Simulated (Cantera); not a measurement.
Standard-state values (1 bar) from the NASA 1993 polynomials, evaluated with Cantera. Values are per mole of reaction as written; species without (g) are pure solids or liquids, kept so even where they would boil at 1 bar. TiC: taken at fixed stoichiometry.

Question: Between 300 and 1400 K, where is each reaction favourable under standard conditions?
- 2 TiC + 3 H2(g) = C2H6(g) + 2 Ti
- 9 Ti + 2 C6H6(g) = 9 TiC + 3 CH4(g)

Answer: 
- 2 TiC + 3 H2(g) = C2H6(g) + 2 Ti: ΔG° is 329 kJ at 300 K and 533 kJ at 1400 K; it stays positive (K < 1). ΔH° is 270 kJ and ΔS° -188 J/K at 1400 K.
- 9 Ti + 2 C6H6(g) = 9 TiC + 3 CH4(g): ΔG° is -2035 kJ at 300 K and -1996 kJ at 1400 K; it stays negative (K > 1). ΔH° is -2090 kJ and ΔS° -67 J/K at 1400 K.
